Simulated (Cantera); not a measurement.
## Equilibrium for oxide etching and cleaning by halides: TiO2 + HCl + O2

Input: 1 mol TiO2, a varied amount of HCl, 0.12 mol O2, held at 1373.15 K and 0.000410 bar.

Cantera equilibrium calculation (NASA polynomials, part measured and part estimated; ideal gas, pure solids and liquids). Candidate condensed phases: H2O, Ti, TiCl2, TiCl3, TiCl4, TiO, TiO2, Ti2O3, Ti3O5, Ti4O7; 23 gas species. Rates play no part.

```tsv
n(HCl) (mol)	log p HCl	log p Cl	log p H2O	log p O2	log p Cl2	log p H2	n TiO2(rutile)
7.7	-3.42	-4.72	-4.99	-5.97	-6.16	-8.53	1.000
10	-3.42	-4.78	-5.06	-6.39	-6.28	-8.39	1.000
13	-3.41	-4.86	-5.14	-6.92	-6.45	-8.21	1.000
17	-3.41	-4.96	-5.25	-7.55	-6.65	-8.00	1.000
22	-3.40	-5.07	-5.36	-8.19	-6.86	-7.79	1.000
28	-3.40	-5.17	-5.46	-8.80	-7.05	-7.58	1.000
36	-3.40	-5.27	-5.57	-9.44	-7.26	-7.37	1.000
47	-3.39	-5.37	-5.68	-10.10	-7.47	-7.16	1.000
61	-3.39	-5.47	-5.79	-10.71	-7.66	-6.96	0.999
79	-3.39	-5.56	-5.90	-11.28	-7.84	-6.79	0.998
```
log p: log10 of the partial pressure in bar; n: condensed amount in mol.

From 7.7 mol HCl to 79 mol HCl the condensed part is TiO2(rutile). The main Ti-bearing gas is TiCl4 throughout.
